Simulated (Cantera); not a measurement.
Cantera run, input and output.

```python
import numpy as np
import cantera as ct

gas = ct.Solution("h2o2.yaml")
gas.TPX = 1275, 220000, {'H2': 1, 'O2': 0.16, 'N2': 1.57}
reactor = ct.IdealGasConstPressureReactor(gas, energy="on", clone=False)
net = ct.ReactorNet([reactor])
net.rtol, net.atol = 1e-08, 1e-16
show = ['H2', 'O2', 'H', 'HO2', 'H2O']
times = np.geomspace(2e-06, 0.8, 11)

steps = ct.SolutionArray(gas, extra=["t"])
rows = []
print(f"{'t/s':>10s}{'T/K':>9s}{'P/Pa':>11s}" + "".join(f"{s:>11s}" for s in show))
for t in times:
    while net.time < t:
        t_next = net.step()
        steps.append(gas.state, t=t_next)
    rows.append([np.interp(t, steps.t, y) for y in (steps.T, steps.P, *steps(*show).X.T)])
    print(f"{t:10.3e}{rows[-1][0]:9.1f}{rows[-1][1]:11.4g}" + "".join(f"{x:11.3e}" for x in rows[-1][2:]))
rate = np.gradient(steps.T, steps.t)
print("integrator steps:", len(steps.t))
if steps.T.max() > steps.T[0] + 200:
    print(f"time of steepest temperature rise: {steps.t[rate.argmax()]:.4e} s")
gas.TPX = 1275, 220000, {'H2': 1, 'O2': 0.16, 'N2': 1.57}
gas.equilibrate("HP")
print(f"equilibrium (HP): T = {gas.T:.1f} K  " + "  ".join(f"{s} {gas[s].X[0]:.3e}" for s in show))
```

Output:

```
       t/s      T/K       P/Pa         H2         O2          H        HO2        H2O
 2.000e-06   1275.0    2.2e+05  3.663e-01  5.861e-02  3.706e-08  2.801e-08  1.737e-08
 7.265e-06   1275.0    2.2e+05  3.663e-01  5.861e-02  6.981e-07  2.321e-07  7.857e-07
 2.639e-05   1304.4    2.2e+05  3.522e-01  5.289e-02  7.347e-03  5.187e-05  1.091e-02
 9.586e-05   1990.1    2.2e+05  2.517e-01  1.318e-05  2.112e-02  2.154e-08  1.220e-01
 3.482e-04   2086.7    2.2e+05  2.607e-01  1.257e-06  6.316e-03  2.400e-09  1.237e-01
 1.265e-03   2114.2    2.2e+05  2.633e-01  1.361e-07  2.071e-03  2.125e-10  1.243e-01
 4.595e-03   2119.5    2.2e+05  2.638e-01  4.841e-08  1.245e-03  6.465e-11  1.244e-01
 1.669e-02   2119.6    2.2e+05  2.638e-01  4.695e-08  1.226e-03  6.241e-11  1.244e-01
 6.063e-02   2119.6    2.2e+05  2.638e-01  4.695e-08  1.226e-03  6.241e-11  1.244e-01
 2.202e-01   2119.6    2.2e+05  2.638e-01  4.695e-08  1.226e-03  6.241e-11  1.244e-01
 8.000e-01   2119.6    2.2e+05  2.638e-01  4.695e-08  1.226e-03  6.241e-11  1.244e-01
integrator steps: 1474
time of steepest temperature rise: 3.0655e-05 s
equilibrium (HP): T = 2119.6 K  H2 2.638e-01  O2 4.695e-08  H 1.226e-03  HO2 6.241e-11  H2O 1.244e-01
```

Computed with Cantera and the H2/O2 subset of GRI-Mech 3.0, which has no nitrogen chemistry. The hydrogen kinetics of GRI-Mech 3.0 are dated; newer H2 mechanisms differ, most at raised pressure.
